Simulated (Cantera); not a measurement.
A Cantera script and its output.

```python
import numpy as np
import cantera as ct

gas = ct.Solution("h2o2.yaml")
gas.TPX = 550, 500000, {'H2': 1, 'O2': 0.227, 'N2': 0.932}
flame = ct.FreeFlame(gas, width=0.013)
flame.set_refine_criteria(ratio=3, slope=0.08, curve=0.16)
flame.transport_model = "mixture-averaged"
flame.solve(loglevel=0, auto=True)
flame.transport_model = "multicomponent"
flame.soret_enabled = True
flame.solve(loglevel=0, refine_grid=True)
z, T = flame.grid, flame.T
thick = (T[-1] - T[0]) / np.gradient(T, z).max()
show = ['H2', 'O2', 'OH', 'H', 'O', 'H2O']
print(f"laminar burning velocity  {flame.velocity[0] * 100:.3f} cm/s")
print(f"burnt temperature         {T[-1]:.1f} K")
print(f"thermal thickness         {thick * 1e3:.4f} mm")
print(f"grid points               {len(z)}")
z0 = z[flame.heat_release_rate.argmax()]
print(f"{'z/mm':>9s}{'T/K':>9s}{'u/(m/s)':>9s}" + "".join(f"{s:>11s}" for s in show))
rows = []
for k in (-3, -2, -1.5, -1, -0.5, -0.25, 0, 0.25, 0.5, 1, 2, 4, 8):
    zz = z0 + k * thick
    rows.append([k * thick, np.interp(zz, z, T), np.interp(zz, z, flame.velocity),
                 *(np.interp(zz, z, flame.X[gas.species_index(s)]) for s in show)])
    print(f"{rows[-1][0] * 1e3:9.3f}{rows[-1][1]:9.1f}{rows[-1][2]:9.3f}" + "".join(f"{x:11.3e}" for x in rows[-1][3:]))
```

It prints:

```
laminar burning velocity  660.245 cm/s
burnt temperature         2145.3 K
thermal thickness         0.0556 mm
grid points               113
     z/mm      T/K  u/(m/s)         H2         O2         OH          H          O        H2O
   -0.167    550.0    6.602  4.632e-01  1.051e-01  2.719e-14  2.689e-14  1.082e-12  8.787e-10
   -0.111    550.0    6.602  4.631e-01  1.052e-01  2.044e-12  2.086e-12  8.128e-11  3.550e-08
   -0.083    550.1    6.600  4.628e-01  1.052e-01  4.041e-11  4.524e-11  1.596e-09  5.342e-07
   -0.056    551.3    6.591  4.607e-01  1.056e-01  1.740e-09  7.378e-09  4.462e-08  1.173e-05
   -0.028    620.9    7.111  4.321e-01  1.091e-01  8.257e-05  1.310e-04  1.487e-05  3.316e-03
   -0.014    914.7   10.183  3.960e-01  9.911e-02  7.578e-04  4.100e-03  2.481e-04  3.199e-02
    0.000   1298.4   14.298  3.420e-01  6.841e-02  1.500e-03  1.987e-02  1.269e-03  9.600e-02
    0.014   1567.0   17.213  2.882e-01  3.183e-02  2.502e-03  3.814e-02  1.701e-03  1.658e-01
    0.028   1708.3   18.736  2.609e-01  1.141e-02  2.828e-03  4.601e-02  1.102e-03  2.050e-01
    0.056   1828.0   19.977  2.522e-01  1.456e-03  2.820e-03  4.334e-02  4.530e-04  2.252e-01
    0.111   1924.2   20.920  2.580e-01  1.446e-04  2.503e-03  3.274e-02  2.401e-04  2.294e-01
    0.222   2006.4   21.700  2.652e-01  4.632e-05  1.920e-03  2.182e-02  1.156e-04  2.316e-01
    0.444   2066.0   22.250  2.705e-01  1.866e-05  1.300e-03  1.345e-02  4.669e-05  2.333e-01
```

Model: the H2/O2 subset of GRI-Mech 3.0, which has no nitrogen chemistry, integrated in Cantera. The hydrogen kinetics of GRI-Mech 3.0 are dated; newer H2 mechanisms differ, most at raised pressure. Burning velocities carry a grid error of a few per cent, more on coarse grids.
